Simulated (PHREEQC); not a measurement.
Solution A (0.026 mol Cu(NO3)2, 3.8e-05 mol HBF4 and 0.0072 mol NaCl per kg of water) is mixed with solution B (0.095 mol CdCl2 and 0.0074 mol HCl per kg of water) at 46 °C; shares are by mass of water, 1 kg in all. Oxygen is held at 0.21 atm. CO2 from the air is kept out. The run lets Halite, Cd(OH)2 precipitate or redissolve, and no other solid.

Equilibrium calculation in PHREEQC: ion-association model, phreeqc.dat.

| share of solution B | pH | Cu+2 (mol/kgw) | F- (mol/kgw) | CdCl+ (mol/kgw) | HF (mol/kgw) | Cd+2 (mol/kgw) |
|---|---|---|---|---|---|---|
| 0 | 3.92 | 0.0255 | 0.000107 | 0 | 2.13e-5 | 0 |
| 0.1 | 3.18 | 0.0221 | 5.92e-5 | 0.00393 | [?] | 0.00523 |
| 0.2 | 2.90 | 0.0191 | 3.75e-5 | 0.00964 | 7.67e-5 | [?] |
| 0.25 | [?] | 0.0177 | 3.08e-5 | [?] | 7.74e-5 | 0.00957 |
| 0.35 | 2.67 | 0.0150 | 2.13e-5 | 0.0192 | 7.38e-5 | 0.0115 |
| 0.45 | 2.56 | 0.0124 | [?] | 0.0257 | 6.62e-5 | 0.0130 |
| 0.55 | 2.48 | 0.00994 | 1.05e-5 | 0.0323 | 5.64e-5 | 0.0142 |
| 0.65 | [?] | 0.00759 | 7.17e-6 | 0.0387 | 4.51e-5 | 0.0152 |
| 0.75 | 2.35 | 0.00532 | 4.55e-6 | 0.0452 | 3.30e-5 | 0.0160 |
| 0.8 | 2.32 | 0.00422 | 3.45e-6 | 0.0483 | 2.66e-5 | 0.0164 |
| 0.9 | 2.27 | 0.00208 | 1.56e-6 | [?] | 1.35e-5 | 0.0171 |
| 1 | 2.22 | 0 | 0 | 0.0607 | 0 | 0.0176 |

### Question
Fill in the missing entries.

### Answer

- 0.1, HF (mol/kgw): 6.51e-5
- 0.2, Cd+2 (mol/kgw): 0.00838
- 0.25, pH: 2.81
- 0.25, CdCl+ (mol/kgw): 0.0127
- 0.45, F- (mol/kgw): 1.50e-5
- 0.65, pH: 2.41
- 0.9, CdCl+ (mol/kgw): 0.0546

Constants without temperature data keep their 25 °C values here. Real BF4- forms and hydrolyses slowly; the run takes it at equilibrium.
